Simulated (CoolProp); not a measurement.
Saturation properties of cyclopentane (Tc = 238.6 °C, pc = 4.583 MPa, ω = 0.202).

The numbers come from the reference Helmholtz-energy equation of state, Gedanitz 2015 in CoolProp.

| T (°C) | p (MPa) | liquid cp (kJ/(kg K)) | vapour viscosity (µPa s) | liquid conductivity (mW/(m K)) |
|---|---|---|---|---|
| 28.75 | 0.04898 | 1.829 | 7.46 | 125 |
| 47.95 | 0.09707 | 1.927 | 7.96 | 118 |
| 67.05 | 0.1757 | 2.031 | 8.46 | 111 |
| 86.25 | 0.2969 | 2.140 | 8.98 | 105 |
| 105.35 | 0.4720 | 2.254 | 9.51 | 98.2 |
| 124.55 | 0.7164 | 2.376 | 10.1 | 92.1 |
| 143.75 | 1.044 | 2.511 | 10.7 | 86.3 |
| 162.85 | 1.469 | 2.667 | 11.5 | 80.8 |
| 182.05 | 2.014 | 2.873 | 12.5 | 75.8 |
| 201.15 | 2.696 | 3.213 | 13.9 | 71.3 |
| 220.35 | 3.552 | 4.173 | 16.5 | 68.0 |

It boils at 49.2 °C under 1 atm.

Viscosity comes from a separate model (Chung 1988), a generic estimate that can be far off for the liquid and wasn't checked against measurements. Thermal conductivity comes from a separate model (Vassiliou 2015).
